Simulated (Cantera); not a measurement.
Charge: 1 mol CO, 61 mol H2, held at 2.48 Torr.

Equilibrium computed with Cantera from the NASA thermochemical tables; the gas is ideal and each condensed phase is pure. Candidate condensed phases: C, C6H6, C7H8, C8H18, H2O; 131 gas species. Ions and electrons are included (thermal ionisation). Equilibrium is a limit: real reactors are often held back by kinetics, nucleation or transport.

x: gas mole fraction; nothing condenses.

```csv
T (K),x H,x H2,x CO,x O,x C,x e-,x C+
2000,0.0277,0.956,0.0159,2.33e-11,1.43e-10,<1e-12,<1e-12
2500,0.349,0.637,0.0133,9.85e-9,1.43e-7,2.58e-11,<1e-12
3000,0.887,0.104,0.00897,2.22e-6,2.77e-6,1.10e-9,[?]
3500,0.983,0.00914,0.00815,5.43e-5,5.51e-5,4.76e-8,[?]
4000,0.990,0.00127,0.00757,0.000560,0.000561,1.11e-6,[?]
4500,0.989,0.000270,0.00518,0.00293,0.00292,1.44e-5,[?]
5000,0.985,7.74e-5,0.00139,0.00668,0.00662,0.000101,[?]
```

**Question.** What belongs in the gaps?

**Answer.** 
- 3000, x C+: 2.01e-11
- 3500, x C+: 6.79e-9
- 4000, x C+: 4.37e-7
- 4500, x C+: 8.83e-6
- 5000, x C+: 6.70e-5
